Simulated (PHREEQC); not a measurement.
Model water analysis in mg/L, 25 °C, pH 2.13, pe 8.9: Na 40.4; K 48.2; Ca 57.6; Mg 52.4; Cl 12.8; S(6) as SO4 1180; Zn 13.8; Pb 1.51; Mn(2) 11; Sr 1.3; Fe(3) 1.13; Li 0.821.

Valence states are taken as typed.

Equilibrium calculation in PHREEQC: ion-association model, wateq4f.dat.

This is a speciation only: nothing precipitates in the calculation.

Question: Order these S species by the share of S that they hold, largest first: CaSO4, HSO4-, MgSO4, ZnSO4, SO4-2.

Answer: SO4-2 (61 %), HSO4- (28 %), MgSO4 (6.0 %), CaSO4 (3.5 %), ZnSO4 (0.57 %)

The pH is 2.13 and the ionic strength 0.0281 mol/kgw. The solution is supersaturated, for example in Hematite (slow to form), Goethite (slow to form), so a real one may precipitate; this is no full list. Species that the database lacks are ignored.
